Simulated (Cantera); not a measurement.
An isothermal plug-flow reactor at 750 K and 5.00 bar (inlet), inlet velocity 3.4 m/s, active area per volume 430 1/m; feed CO : O₂ : N₂ : H₂O = 0.016 : 0.017 : 0.79 : 0.014 (molar parts).

Computed with Cantera and Deutschmann's 1995 Pt surface mechanism with GRI-Mech 3.0 gas chemistry. Catalytic surfaces can have several steady states; this one follows from the mechanism file's or the stated starting coverage. Mass transfer to the wall is taken as infinitely fast.

```csv
quantity,before,after
x(CO) at z = 0.049 m,0.0168,0.0191
x(O₂) at z = 0.049 m,0.0192,0.0203
x(H₂O) at z = 0.049 m,0.0167,0.0167
x(CO₂) at z = 0.049 m,0.00235,1.38e-6
θ(CO*) at the exit,0.963,0.998
```

Question: Which change was made?
A. temperature 750 to 550 K
B. pressure from 5.00 bar to 1.60 bar
C. temperature 750 to 625 K
D. pressure from 5.00 bar to 3.90 bar

Answer: A, temperature 750 to 550 K
